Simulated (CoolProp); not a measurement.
A simple Rankine cycle with R143a: condensing at 293.15 K, boiler at 2.88 MPa, turbine inlet 348.2 K, turbine efficiency 0.85, pump efficiency 0.8, no recuperator. Each further row changes one setting.

Values from CoolProp's reference Helmholtz-energy equation of state, Lemmon and Jacobsen 2000.

```csv
case,thermal efficiency (%),net work (kJ/kg),heat in (kJ/kg),turbine exit temperature (K),volume ratio over the turbine
as stated,8.4,(withheld),197,304.9,2.83
turbine inlet 368.2 K,8.7,(withheld),227,328.2,2.70
condensing temperature 285.15 K,10.0,(withheld),(withheld),296.6,3.54
boiler pressure 2.02 MPa,5.8,12.6,215,324.0,1.86
turbine efficiency 0.75,7.3,14.4,197,306.8,2.86
```

Complete the blanks.


- as stated, net work (kJ/kg): 16.6
- turbine inlet 368.2 K, net work (kJ/kg): 19.9
- condensing temperature 285.15 K, net work (kJ/kg): 20.9
- condensing temperature 285.15 K, heat in (kJ/kg): 210
